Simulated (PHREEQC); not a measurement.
## Alkaline etch or developer (model solution)

A solution holds 0.29 mol/kgw NaOH and 0.00013 mol/kgw K2SiO3, at 25 °C. Closed to the air; pH follows from the charge balance.

Model: ion-association model, wateq4f.dat, run in PHREEQC.

```
Quantity                   Value
-----------------  -------------
pH                         13.30
ionic strength     0.290 mol/kgw
activity of water          0.990
total alkalinity      290 meq/kg
```

```tsv
species	molality	activity	log γ
OH-	0.290	0.196	-0.170
Na+	0.290	0.210	-0.139
K+	0.000260	0.000178	-0.165
H2SiO4-2	0.000100	2.75e-5	-0.562
H3SiO4-	2.96e-5	2.04e-5	-0.161
H4SiO4	6.55e-9	7.00e-9	0.029
```

Precipitation was switched off in this run.
